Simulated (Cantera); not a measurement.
Cantera run:

```python
import numpy as np
import cantera as ct

gas_names = [...]  # 47 gases of nasa_gas.yaml made of Cl, H, N, O, Si
cond_names = """
    H2O(s) H2O(L) NH4CL(a) NH4CL(b) Si(cr) Si(L) SiO2(Lqz) SiO2(hqz) SiO2(L) Si2N2O(s) Si3N4(a)
""".split()


# ... load() reads the species with a 1 bar reference pressure and builds the phases ...
atoms = {
    'SiCl4': {'Si': 1, 'CL': 4},
    'H2O': {'H': 2, 'O': 1},
    'H2': {'H': 2},
    'NO': {'N': 1, 'O': 1},
}
top_T = {'Si2N2O(s)': 2100, 'Si3N4(a)': 2400}  # K; cautious upper limits of use, not melting points


# ... equilibrate(T, P, feed) seeds the gas with the atoms and calls Mixture.equilibrate('TP', solver="vcs", rtol=1e-11, max_steps=5000) ...
results = []
feed = {'SiCl4': 1, 'H2O': 3.1, 'H2': 0.12, 'NO': 0.11}  # mol
T = 823  # K
P = 10000  # Pa
mix = equilibrate(T, P, feed)
results.append((T, P, feed, dict(zip(mix.species_names, mix.species_moles))))
print(gas.report(threshold=1e-05))
for i in range(1, mix.n_phases):
    print(f"{mix.phase(i).name:16s} {mix.phase_moles(i):12.5e} mol")
```

Result:

```
       temperature   823 K
          pressure   10000 Pa
           density   0.046873 kg/m^3
  mean mol. weight   32.074 kg/kmol
   phase of matter   gas

                          1 kg             1 kmol
                     ---------------   ---------------
          enthalpy       -3.4033e+06       -1.0916e+08  J
   internal energy       -3.6166e+06         -1.16e+08  J
           entropy              7571        2.4283e+05  J/K
    Gibbs function       -9.6342e+06       -3.0901e+08  J
 heat capacity c_p            1014.9             32552  J/K
 heat capacity c_v            755.69             24238  J/K

                      mass frac. Y      mole frac. X     chem. pot. / RT
                     ---------------   ---------------   ---------------
               HCL           0.86194           0.75829           -39.879
                H2        0.00011916         0.0018957           -25.614
               H2O           0.12884           0.22938           -63.405
                N2         0.0091067          0.010427           -31.251
     [  +43 minor]        1.6757e-09        2.4924e-09

Si(cr)            0.00000e+00 mol
SiO2(Lqz)         1.00000e+00 mol
Si2N2O(s)         0.00000e+00 mol
Si3N4(a)          0.00000e+00 mol
```

Equilibrium computed with Cantera from the NASA thermochemical tables; the gas is ideal and each condensed phase is pure.
